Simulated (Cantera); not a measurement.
A Cantera script and what it prints.

```python
import numpy as np
import cantera as ct

gas_names = """
    AL ALC ALH ALN AL2 C CH CH2 CH3 CH4 CN C2 C2H C2H2,acetylene C2H2,vinylidene C2H3,vinyl CH3CN C2H4
    C2H5 C2H6 CCN CNC C2N2 C3 C3H3,propargyl C3H4,allene C3H4,propyne C3H4,cyclo- C3H5,allyl
    C3H6,propylene C3H6,cyclo- C3H7,n-propyl C3H7,i-propyl C3H8 C4 C4H2 C4H4,1,3-cyclo- C4H6,butadiene
    C4H6,2-butyne C4H6,cyclo- C4H8,1-butene C4H8,cis2-buten C4H8,tr2-butene C4H8,isobutene C4H8,cyclo-
    C4H9,n-butyl C4H9,i-butyl C4H9,s-butyl C4H9,t-butyl C4H10,isobutane C4H10,n-butane C4N2 C5
    C5H6,1,3cyclo- C5H8,cyclo- C5H10,1-pentene C5H10,cyclo- C5H11,pentyl C5H11,t-pentyl C5H12,n-pentane
    C5H12,i-pentane CH3C(CH3)2CH3 C6H2 C6H5,phenyl C6H6 C6H10,cyclo- C6H12,1-hexene C6H12,cyclo-
    C6H13,n-hexyl C7H7,benzyl C7H8 C7H14,1-heptene C7H15,n-heptyl C7H16,n-heptane C8H8,styrene
    C8H10,ethylbenz C8H16,1-octene C8H17,n-octyl C8H18,isooctane C8H18,n-octane C9H19,n-nonyl
    C10H8,naphthale C10H21,n-decyl C12H9,o-bipheny C12H10,bipheny H HCN HCCN HNC H2 N NH NH2 NH3 N2 N2H2
    N2H4
""".split()
cond_names = """
    AL(cr) AL(L) ALN(s) C(gr) C6H6(L) C7H8(L) C8H18(L),n-octa
""".split()


def load(file, names, dense=False):
    # The tables refer to 1 bar. Condensed volumes are neglected.
    table = {s.name: s for s in ct.Species.list_from_file(file)}
    out = []
    for n in names:
        d = dict(table[n].input_data)
        d["thermo"] = dict(d["thermo"], **{"reference-pressure": 1e5})
        if dense:
            d["equation-of-state"] = {"model": "constant-volume", "density": "1e6 g/cm^3"}
        out.append(ct.Species.from_dict(d))
    return out


gas = ct.Solution(thermo="ideal-gas", species=load("nasa_gas.yaml", gas_names))
cond = {s.name: ct.Solution(thermo="fixed-stoichiometry", species=[s], name=s.name)
        for s in load("nasa_condensed.yaml", cond_names, dense=True)}
atoms = {
    'Al(CH3)3': {'AL': 1, 'C': 3, 'H': 9},
    'N2': {'N': 2},
    'H2': {'H': 2},
}
top_T = {'ALN(s)': 2750, 'C(gr)': 4500}  # K; cautious upper limits of use, not melting points


def equilibrate(T, P, feed):
    n = {}
    for name, mol in feed.items():
        for a, k in atoms[name].items():
            n[a] = n.get(a, 0.0) + k * mol
    gas.TPX = T, P, n
    mass = sum(n.values()) * gas.mean_molecular_weight
    gas.equilibrate("TP")
    valid = [c for c in cond.values() if c.min_temp <= T <= top_T.get(c.name, c.max_temp)]
    mix = ct.Mixture([(gas, mass / gas.mean_molecular_weight)] + [(c, 0.0) for c in valid])
    mix.T, mix.P = T, P
    mix.equilibrate("TP", solver="vcs", rtol=1e-11, max_steps=5000)
    return mix


results = []
feed = {'Al(CH3)3': 1, 'N2': 3.7, 'H2': 4.9}  # mol
T = 1775  # K
for P in [10, 46, 220, 1000, 4600, 22000, 100000]:
    mix = equilibrate(T, P, feed)
    results.append((T, P, feed, dict(zip(mix.species_names, mix.species_moles))))
    x = sorted(zip(gas.X, gas.species_names), reverse=True)
    print(f"T = {T:g} K  P = {P:g} Pa  gas = {mix.phase_moles(0):.4g} mol")
    print("   x: " + "  ".join(f"{s} {v:.3e}" for v, s in x if v > 1e-06))
    print("   condensed (mol): " + ("  ".join(f"{mix.phase(i).name} {mix.phase_moles(i):.4g}"
          for i in range(1, mix.n_phases) if mix.phase_moles(i) > 1e-12) or "none"))
```

It prints:

```
T = 1775 K  P = 10 Pa  gas = 14.26 mol
   x: H2 6.460e-01  N2 2.582e-01  AL 6.983e-02  H 2.326e-02  HCN 2.216e-03  ALH 2.737e-04  C2H2,acetylene 9.198e-05  HNC 7.944e-05  CN 1.044e-06
   condensed (mol): C(gr) 2.965
T = 1775 K  P = 46 Pa  gas = 13.34 mol
   x: H2 6.974e-01  N2 2.554e-01  AL 3.322e-02  H 1.127e-02  HCN 2.290e-03  ALH 2.901e-04  C2H2,acetylene 9.929e-05  HNC 8.208e-05
   condensed (mol): ALN(s) 0.5528  C(gr) 2.966
T = 1775 K  P = 220 Pa  gas = 12.7 mol
   x: H2 7.364e-01  N2 2.525e-01  H 5.296e-03  AL 3.194e-03  HCN 2.340e-03  C2H2,acetylene 1.049e-04  HNC 8.387e-05  ALH 6.269e-05
   condensed (mol): ALN(s) 0.9587  C(gr) 2.967
T = 1775 K  P = 1000 Pa  gas = 12.62 mol
   x: H2 7.421e-01  N2 2.525e-01  H 2.493e-03  HCN 2.349e-03  AL 3.296e-04  C2H2,acetylene 1.057e-04  HNC 8.419e-05  ALH 1.384e-05  CH4 4.611e-06
   condensed (mol): ALN(s) 0.9957  C(gr) 2.967
T = 1775 K  P = 4600 Pa  gas = 12.61 mol
   x: H2 7.436e-01  N2 2.526e-01  HCN 2.352e-03  H 1.164e-03  C2H2,acetylene 1.059e-04  HNC 8.430e-05  AL 3.340e-05  CH4 2.130e-05  ALH 3.012e-06
   condensed (mol): ALN(s) 0.9995  C(gr) 2.966
T = 1775 K  P = 22000 Pa  gas = 12.6 mol
   x: H2 7.441e-01  N2 2.527e-01  HCN 2.353e-03  H 5.323e-04  C2H2,acetylene 1.059e-04  CH4 1.020e-04  HNC 8.434e-05  AL 3.193e-06  NH3 2.184e-06  CH3 1.478e-06
   condensed (mol): ALN(s) 1  C(gr) 2.965
T = 1775 K  P = 100000 Pa  gas = 12.6 mol
   x: H2 7.439e-01  N2 2.528e-01  HCN 2.353e-03  CH4 4.633e-04  H 2.496e-04  C2H2,acetylene 1.059e-04  HNC 8.435e-05  NH3 9.926e-06  CH3 3.150e-06  C2H4 2.197e-06
   condensed (mol): ALN(s) 1  C(gr) 2.961
```

These are equilibrium values from Cantera (NASA tables, ideal gas, pure condensed phases), not measurements of a reactor. The feed counts by its element totals alone.
